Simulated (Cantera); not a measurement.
# Premixed flame

A freely propagating, adiabatic, planar premixed flame of 9.92 % CH4, 15.3 % O2, 74.8 % N2, unburnt at 373 K and 0.691 atm; mixture-averaged transport, grid criteria slope 0.08 and curve 0.16, no radiation.

Detailed kinetics in Cantera: GRI-Mech 3.0 (53 species, 325 reactions). Burning velocities carry a grid error of a few per cent, more on coarse grids.

| z (mm) | T (K) | u (m/s) | x CH4 | x O2 | x CH2O | x N2O | x CO | x H2 |
|---|---|---|---|---|---|---|---|---|
| -3.98 | 373 | 0.182 | 0.0989 | 0.152 | 6.32e-8 | <1e-8 | 7.06e-6 | 0.00231 |
| -2.65 | 379 | 0.185 | 0.0981 | 0.151 | 1.74e-6 | <1e-8 | 0.000120 | 0.00642 |
| -1.99 | 404 | 0.198 | 0.0961 | 0.149 | 1.28e-5 | <1e-8 | 0.000651 | 0.0113 |
| -1.33 | 540 | 0.268 | 0.0869 | 0.139 | 0.000123 | <1e-8 | 0.00430 | 0.0196 |
| -0.663 | 1000 | 0.505 | 0.0555 | 0.0980 | 0.000609 | <1e-8 | 0.0211 | 0.0301 |
| -0.331 | 1358 | 0.692 | 0.0293 | 0.0602 | 0.000628 | 1.48e-8 | 0.0373 | 0.0351 |
| 0 | 1673 | 0.857 | 0.00680 | 0.0218 | 0.000252 | 1.93e-8 | 0.0526 | 0.0379 |
| 0.331 | 1796 | 0.920 | 0.000640 | 0.00459 | 4.45e-5 | 1.40e-8 | 0.0546 | 0.0373 |
| 0.663 | 1822 | 0.931 | 5.82e-5 | 0.000901 | 5.23e-6 | <1e-8 | 0.0516 | 0.0374 |
| 1.33 | 1834 | 0.935 | 1.36e-6 | 0.000121 | 1.53e-7 | <1e-8 | 0.0488 | 0.0384 |
| 2.65 | 1844 | 0.939 | 2.27e-8 | 5.62e-5 | <1e-8 | <1e-8 | 0.0480 | 0.0389 |
| 5.30 | 1854 | 0.944 | <1e-8 | 2.61e-5 | <1e-8 | <1e-8 | 0.0482 | 0.0392 |
| 10.6 | 1861 | 0.947 | <1e-8 | 8.96e-6 | <1e-8 | <1e-8 | 0.0484 | 0.0393 |
x: mole fraction of selected species; z is measured from the peak of heat release.

laminar burning velocity: 18.1 cm/s
thermal thickness: 1.33 mm
peak x(CH2O): 0.000686
peak x(CO): 0.0552
peak x(H2): 0.0394
grid points: 134
